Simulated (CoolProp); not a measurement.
A closed Brayton cycle with carbon dioxide: compressor inlet 308.15 K and 8.7 MPa, high pressure 30.4 MPa, turbine inlet 790 K, compressor efficiency 0.85, turbine efficiency 0.93, recuperator effectiveness 0.95 (on enthalpy, no pinch check). Each further row changes one setting.

The numbers come from the reference Helmholtz-energy equation of state, Span 1996 in CoolProp.

| case | thermal efficiency (%) | net work (kJ/kg) | compressor to turbine work | compressor exit (K) | turbine exit (K) |
|---|---|---|---|---|---|
| as stated | (withheld) | 123 | 0.22 | 347.9 | 640.8 |
| turbine inlet 740 K | (withheld) | 111 | (withheld) | 347.9 | (withheld) |
| compressor inlet 318.15 K | (withheld) | 100 | 0.37 | 408.0 | 640.8 |
| high pressure 25.8 MPa | 38.1 | 111 | (withheld) | 341.6 | 659.7 |
| recuperator effectiveness 0.5 | (withheld) | 123 | 0.22 | 347.9 | 640.8 |

What belongs in the gaps?


- as stated, thermal efficiency (%): 39.3
- turbine inlet 740 K, thermal efficiency (%): 37.1
- turbine inlet 740 K, compressor to turbine work: 0.24
- turbine inlet 740 K, turbine exit (K): 596.3
- compressor inlet 318.15 K, thermal efficiency (%): 36.9
- high pressure 25.8 MPa, compressor to turbine work: 0.20
- recuperator effectiveness 0.5, thermal efficiency (%): 26.0
